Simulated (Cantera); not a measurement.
Input (Python, Cantera) and output of one run.

```python
import numpy as np
import cantera as ct

gas_names = """
    CL CL2 H HCL H2 N NH NH2 NH3 N2 N2H2 N2H4 Si SiCL SiCL2 SiCL3 SiCL4 SiH SiHCL3 SiH2 SiH2CL2 SiH3
    SiH3CL SiH4 SiN Si2 Si2N Si3
""".split()
cond_names = """
    NH4CL(a) NH4CL(b) Si(cr) Si(L) Si3N4(a)
""".split()


def load(file, names, dense=False):
    # The tables refer to 1 bar. Condensed volumes are neglected.
    table = {s.name: s for s in ct.Species.list_from_file(file)}
    out = []
    for n in names:
        d = dict(table[n].input_data)
        d["thermo"] = dict(d["thermo"], **{"reference-pressure": 1e5})
        if dense:
            d["equation-of-state"] = {"model": "constant-volume", "density": "1e6 g/cm^3"}
        out.append(ct.Species.from_dict(d))
    return out


gas = ct.Solution(thermo="ideal-gas", species=load("nasa_gas.yaml", gas_names))
cond = {s.name: ct.Solution(thermo="fixed-stoichiometry", species=[s], name=s.name)
        for s in load("nasa_condensed.yaml", cond_names, dense=True)}
atoms = {
    'SiH2Cl2': {'Si': 1, 'H': 2, 'CL': 2},
    'NH3': {'N': 1, 'H': 3},
    'H2': {'H': 2},
}
top_T = {'Si3N4(a)': 2400}  # K; cautious upper limits of use, not melting points


def equilibrate(T, P, feed):
    n = {}
    for name, mol in feed.items():
        for a, k in atoms[name].items():
            n[a] = n.get(a, 0.0) + k * mol
    gas.TPX = T, P, n
    mass = sum(n.values()) * gas.mean_molecular_weight
    gas.equilibrate("TP")
    valid = [c for c in cond.values() if c.min_temp <= T <= top_T.get(c.name, c.max_temp)]
    mix = ct.Mixture([(gas, mass / gas.mean_molecular_weight)] + [(c, 0.0) for c in valid])
    mix.T, mix.P = T, P
    mix.equilibrate("TP", solver="vcs", rtol=1e-11, max_steps=5000)
    return mix


results = []
feed = {'SiH2Cl2': 1, 'NH3': 6.6, 'H2': 7.3}  # mol
T = 1973  # K
P = 470  # Pa
mix = equilibrate(T, P, feed)
results.append((T, P, feed, dict(zip(mix.species_names, mix.species_moles))))
print(gas.report(threshold=1e-06))
for i in range(1, mix.n_phases):
    print(f"{mix.phase(i).name:16s} {mix.phase_moles(i):12.5e} mol")
```

Output:

```
       temperature   1973 K
          pressure   470 Pa
           density   0.00026713 kg/m^3
  mean mol. weight   9.3237 kg/kmol
   phase of matter   gas

                          1 kg             1 kmol
                     ---------------   ---------------
          enthalpy         5.618e+06        5.2381e+07  J
   internal energy        3.8586e+06        3.5976e+07  J
           entropy             27285         2.544e+05  J/K
    Gibbs function       -4.8216e+07       -4.4955e+08  J
 heat capacity c_p            3693.4             34436  J/K
 heat capacity c_v            2801.6             26122  J/K

                      mass frac. Y      mole frac. X     chem. pot. / RT
                     ---------------   ---------------   ---------------
                CL         0.0039199          0.001031           -27.513
                 H         0.0018503          0.017115           -12.538
               HCL           0.23833          0.060951           -40.052
                H2           0.16351           0.75621           -25.077
                N2           0.43319           0.14417           -34.192
                Si          0.020222         0.0067134           -5.8083
              SiCL         0.0074551          0.001094           -33.321
             SiCL2           0.12895          0.012146           -60.835
             SiCL3        0.00021294        1.4769e-05           -88.348
               SiH        0.00090333         0.0002895           -18.347
              SiH2        0.00022184        6.8713e-05           -30.885
               SiN        0.00021926        4.8568e-05           -22.904
               Si2        0.00039247        6.5147e-05           -11.617
              Si2N        0.00049239        6.5418e-05           -28.712
               Si3        0.00012793        1.4156e-05           -17.425
     [  +13 minor]        3.1426e-06        2.9302e-07

Si(L)             5.26867e-01 mol
Si3N4(a)          0.00000e+00 mol
```

Equilibrium computed with Cantera from the NASA thermochemical tables; the gas is ideal and each condensed phase is pure. The tables' values for SiCl, SiN, SiCl3 are old estimates; treat these amounts as uncertain. Gases not in the tables: Si2H6 and higher silanes.
